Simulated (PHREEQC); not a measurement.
0.011 g of hydrous ferric oxide (600 m²/g; 0.2 weak and 0.005 strong sites per Fe, Dzombak-Morel constants, diffuse double layer) in 1 kg of water with 0.01 mol/kgw of an inert sodium salt, at 25 °C; the pH is set by adding NaOH or the inert anion's acid. O2 is buffered at 0.21 atm. No CO2 enters from the air. No solid was allowed to form.

Equilibrium calculation in PHREEQC: ion-association model, wateq4f.dat.

Question: Predict surface charge σ (C/m²), surface potential ψ (mV) at pH = 4.5, 7, 7.5, 8.

Answer: 
```
pH   surface charge σ (C/m²)  surface potential ψ (mV)
---  -----------------------  ------------------------
4.5                    0.160                       170
7                      0.017                        61
7.5                    0.008                        34
8                      0.001                         6
```
